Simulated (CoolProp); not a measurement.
Saturation properties of CHF3 (R23) (Tc = 299.3 K, pc = 48.32 bar, ω = 0.263).

Computed with CoolProp (reference Helmholtz-energy equation of state, Penoncello 2003).

```csv
T (K),p (bar),enthalpy of vaporisation (kJ/kg),surface tension (mN/m),liquid viscosity (µPa s),vapour viscosity (µPa s)
210.7,2.788,222.3,13.2,227,10.5
221.1,4.401,212.1,11.3,196,11.1
231.5,6.643,200.9,9.44,170,11.7
241.9,9.653,188.4,7.64,147,12.3
252.4,13.63,174.0,5.89,127,13.0
262.8,18.66,157.5,4.25,109,13.9
273.2,24.98,137.5,2.73,92.5,14.9
283.7,32.90,111.6,1.37,75.3,16.6
294.1,42.58,71.87,0.302,55.8,20.0
```

It boils at 191.1 K under 1 atm.

Viscosity comes from a separate model (Shan 2000). Surface tension comes from a separate correlation (Mulero 2012).
